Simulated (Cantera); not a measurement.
**Abatement and gas-phase synthesis: S + H2O + O2**

Charge: 1 mol S, 0.21 mol H2O, a varied amount of O2, held at 2273 K and 133 Pa.

These are equilibrium values from Cantera (NASA tables, ideal gas, pure condensed phases), not measurements of a reactor. Candidate condensed phases: H2O, H2SO4, S; 19 gas species. Kinetics and transport are ignored.

```json
[
 {"n(O2) (mol)": "0.063", "log p SO2": "-4.14", "log p O2": "-6.91", "log p SO": "-3.57", "log p S2": "-3.46", "log p S": "-3.54", "log p H2": "-3.75", "log p H2O": "-4.46", "log p H": "-3.95", "log p O": "-5.83", "log p OH": "-5.47", "log p SH": "-4.52"},
 {"n(O2) (mol)": "0.21", "log p SO2": "-3.76", "log p O2": "-6.43", "log p SO": "-3.42", "log p S2": "-3.65", "log p S": "-3.64", "log p H2": "-3.83", "log p H2O": "-4.30", "log p H": "-3.99", "log p O": "-5.59", "log p OH": "-5.27", "log p SH": "-4.66"},
 {"n(O2) (mol)": "0.37", "log p SO2": "-3.52", "log p O2": "-6.07", "log p SO": "-3.37", "log p S2": "-3.91", "log p S": "-3.77", "log p H2": "-3.91", "log p H2O": "-4.19", "log p H": "-4.03", "log p O": "-5.41", "log p OH": "-5.12", "log p SH": "-4.82"},
 {"n(O2) (mol)": "0.52", "log p SO2": "-3.36", "log p O2": "-5.76", "log p SO": "-3.37", "log p S2": "-4.22", "log p S": "-3.92", "log p H2": "-3.99", "log p H2O": "-4.11", "log p H": "-4.07", "log p O": "-5.25", "log p OH": "-5.00", "log p SH": "-5.02"},
 {"n(O2) (mol)": "0.67", "log p SO2": "-3.24", "log p O2": "-5.39", "log p SO": "-3.42", "log p S2": "-4.69", "log p S": "-4.16", "log p H2": "-4.08", "log p H2O": "-4.02", "log p H": "-4.12", "log p O": "-5.07", "log p OH": "-4.87", "log p SH": "-5.30"},
 {"n(O2) (mol)": "0.82", "log p SO2": "-3.13", "log p O2": "-4.88", "log p SO": "-3.57", "log p S2": "-5.50", "log p S": "-4.57", "log p H2": "-4.24", "log p H2O": "-3.93", "log p H": "-4.19", "log p O": "-4.81", "log p OH": "-4.69", "log p SH": "-5.79"},
 {"n(O2) (mol)": "0.98", "log p SO2": "-3.07", "log p O2": "-4.21", "log p SO": "-3.85", "log p S2": "-6.72", "log p S": "-5.18", "log p H2": "-4.51", "log p H2O": "-3.86", "log p H": "-4.33", "log p O": "-4.48", "log p OH": "-4.49", "log p SH": "-6.53"},
 {"n(O2) (mol)": "1.1", "log p SO2": "-3.08", "log p O2": "-3.89", "log p SO": "-4.02", "log p S2": "-7.40", "log p S": "-5.51", "log p H2": "-4.68", "log p H2O": "-3.87", "log p H": "-4.41", "log p O": "-4.32", "log p OH": "-4.42", "log p SH": "-6.95"},
 {"n(O2) (mol)": "1.3", "log p SO2": "-3.13", "log p O2": "-3.61", "log p SO": "-4.21", "log p S2": "-8.04", "log p S": "-5.83", "log p H2": "-4.87", "log p H2O": "-3.92", "log p H": "-4.51", "log p O": "-4.18", "log p OH": "-4.37", "log p SH": "-7.37"},
 {"n(O2) (mol)": "1.4", "log p SO2": "-3.15", "log p O2": "-3.52", "log p SO": "-4.27", "log p S2": "-8.25", "log p S": "-5.94", "log p H2": "-4.94", "log p H2O": "-3.95", "log p H": "-4.54", "log p O": "-4.13", "log p OH": "-4.36", "log p SH": "-7.51"},
 {"n(O2) (mol)": "1.6", "log p SO2": "-3.19", "log p O2": "-3.41", "log p SO": "-4.37", "log p S2": "-8.57", "log p S": "-6.10", "log p H2": "-5.05", "log p H2O": "-4.00", "log p H": "-4.60", "log p O": "-4.08", "log p OH": "-4.36", "log p SH": "-7.72"},
 {"n(O2) (mol)": "1.7", "log p SO2": "-3.22", "log p O2": "-3.37", "log p SO": "-4.41", "log p S2": "-8.70", "log p S": "-6.16", "log p H2": "-5.09", "log p H2O": "-4.03", "log p H": "-4.62", "log p O": "-4.06", "log p OH": "-4.36", "log p SH": "-7.81"}
]
```
log p: log10 of the partial pressure in bar; nothing condenses.

From 0.063 mol O2 to 1.7 mol O2 nothing is condensed.
